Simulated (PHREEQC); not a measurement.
## Metal-bearing waste water (model solution)

A solution holds 0.016 mol NiSO4, 0.0019 mol NiCl2 and 0.00043 mol H2SO4 per kg of water, at 20 °C. Closed to the air; pH follows from the charge balance.

The numbers come from PHREEQC with the ion-association model, wateq4f.dat.

pH: 3.30
ionic strength: 0.0489 mol/kgw
total alkalinity: -0.860 meq/kg

```json
[
 {"species": "Ni+2", "molality": "0.0125", "activity": "0.00575", "log γ": "-0.337"},
 {"species": "SO4-2", "molality": "0.0108", "activity": "0.00505", "log γ": "-0.330"},
 {"species": "NiSO4", "molality": "0.00536", "activity": "0.00542", "log γ": "0.005"},
 {"species": "Cl-", "molality": "0.00375", "activity": "0.00305", "log γ": "-0.088"},
 {"species": "H+", "molality": "0.000590", "activity": "0.000505", "log γ": "-0.068"},
 {"species": "HSO4-", "molality": "0.000270", "activity": "0.000222", "log γ": "-0.084"},
 {"species": "NiCl+", "molality": "5.36e-5", "activity": "4.41e-5", "log γ": "-0.084"}
]
```

Precipitation was switched off in this run.
